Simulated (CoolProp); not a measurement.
A closed Brayton cycle with carbon dioxide: compressor inlet 305.15 K and 9.8 MPa, high pressure 30.2 MPa, turbine inlet 935 K, compressor efficiency 0.85, turbine efficiency 0.85, recuperator effectiveness 0.8 (on enthalpy, no pinch check). Each further row changes one setting.

Computed with CoolProp (reference Helmholtz-energy equation of state, Span 1996).

```
case                           thermal efficiency (%)  net work (kJ/kg)  compressor to turbine work  compressor exit (K)  turbine exit (K)
-----------------------------  ----------------------  ----------------  --------------------------  -------------------  ----------------
as stated                                        32.7               129                        0.19                333.0             797.2
turbine inlet 885 K                              32.0               120                        0.20                333.0             751.8
compressor inlet 315.15 K                        31.9               123                        0.23                361.2             797.2
high pressure 25.7 MPa                           30.8               114                        0.17                327.9             816.3
recuperator effectiveness 0.5                    22.7               129                        0.19                333.0             797.2
```
